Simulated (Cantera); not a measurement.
A perfectly stirred reactor is fed with H2 : O2 : N2 = 1.2 : 1 : 5.1 (molar parts), equivalence ratio 0.60, at 28000 Pa; it is held at 1375 K, and followed from long to short residence time.

Computed with Cantera and the H2/O2 subset of GRI-Mech 3.0, which has no nitrogen chemistry. The temperature is held fixed by assumption; the heat of reaction is taken as removed at once.

x: mole fraction; the columns are a selection and need not sum to one.

```tsv
τ (s)	x H2	x O2	x H	x OH	x H2O
4.0	6.56e-5	0.0596	5.03e-6	0.000327	0.179
1.7	0.000116	0.0596	1.19e-5	0.000436	0.179
0.75	0.000201	0.0596	2.73e-5	0.000573	0.179
0.32	…	0.0596	…	…	0.178
0.14	0.000612	0.0596	0.000148	0.00101	0.178
0.061	0.00105	0.0596	0.000338	0.00133	0.177
0.026	0.00182	0.0597	0.000784	0.00177	0.176
0.011	…	0.0600	…	…	0.173
0.0049	0.00505	0.0606	0.00383	0.00303	0.169
0.0021	0.00812	0.0617	0.00808	0.00389	0.163
0.00093	0.0122	0.0635	0.0154	0.00483	0.153
```

Question: Complete the blanks.

Answer: 
- 0.32, x H2: 0.000355
- 0.32, x H: 6.45e-5
- 0.32, x OH: 0.000763
- 0.011, x H2: 0.00311
- 0.011, x H: 0.00180
- 0.011, x OH: 0.00234
